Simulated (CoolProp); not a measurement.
R404A at several states: fugacity coefficient from the reference equation and from simpler models built on Tc = 345.3 K, pc = 3.735 MPa, ω = 0.293; each cubic takes its own stable root.

Model: reference Helmholtz-energy equation of state, Lemmon 2003, in CoolProp. It is a pseudo-pure fit of the blend.

```
T (K)  p (MPa)          phase  reference  van der Waals  Redlich-Kwong
-----  -------  -------------  ---------  -------------  -------------
271.9   0.0207            gas     0.9953         0.9971         0.9963
391.3    0.263            gas     0.9836         0.9847         0.9834
254.5    0.946         liquid     0.3144         0.8457         0.4802
339.7   0.0535            gas     0.9945         0.9956         0.9949
461.2     10.4  supercritical     0.7162         0.6571         0.6849
```

At some of these states van der Waals gives the other phase, because its saturation line lies elsewhere.
